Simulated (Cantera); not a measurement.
# Stirred combustor or abatement burner

A perfectly stirred reactor is fed with 3.75 % CO, 1.12 % H₂, 2.51 % CH₄, 9.86 % O₂, 79.8 % N₂, 2.92 % CO₂, equivalence ratio 0.76, at 830000 Pa; it is adiabatic with a 700 K inlet, and is followed from long to short residence time, starting on the burning branch (τ in s: 0.025, 0.0087, 0.003, 0.001, 0.00036, 0.00012, 4.3e-05, 1.5e-05, 5.1e-06).

Model: GRI-Mech 3.0 (53 species, 325 reactions), integrated in Cantera.

```
τ (s)    T (K)      x CO      x H₂     x CH₄    x HCN    x O₂     x C₂H
-------  -----  --------  --------  --------  -------  ------  --------
0.025     1643  0.000604   5.15e-5   1.29e-5  8.07e-9  0.0249  2.85e-12
0.0087    1637   0.00126  0.000104   2.68e-5  1.38e-8  0.0252  7.37e-12
0.0030    1624   0.00267  0.000212   5.80e-5  2.27e-8  0.0260  1.66e-11
0.0010    1595   0.00603  0.000449  0.000143  3.79e-8  0.0279  3.25e-11
0.00036    700    0.0375    0.0112    0.0251   <1e-12  0.0986    <1e-12
0.00012    700    0.0375    0.0112    0.0251   <1e-12  0.0986    <1e-12
4.3e-5     700    0.0375    0.0112    0.0251   <1e-12  0.0986    <1e-12
1.5e-5     700    0.0375    0.0112    0.0251   <1e-12  0.0986    <1e-12
5.1e-6     700    0.0375    0.0112    0.0251   <1e-12  0.0986    <1e-12
```
x: mole fraction; the columns are a selection and need not sum to one.
